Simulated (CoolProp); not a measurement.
A Linde-Hampson liquefier for ethylene: isothermal reversible compression at 290 K from 1 atm to 20 MPa, throttling to 1 atm, return gas leaving the recuperator 10 K below the feed. Each further row changes one setting.

Model: reference Helmholtz-energy equation of state, Smukala 2000, in CoolProp.

```csv
case,liquid yield per pass,compression work (kJ/kg of gas)
as stated,0.496,350
high pressure 40 MPa,0.489,395
warm-end temperature 320 K,0.403,418
warm-end gap 15 K,0.491,350
```
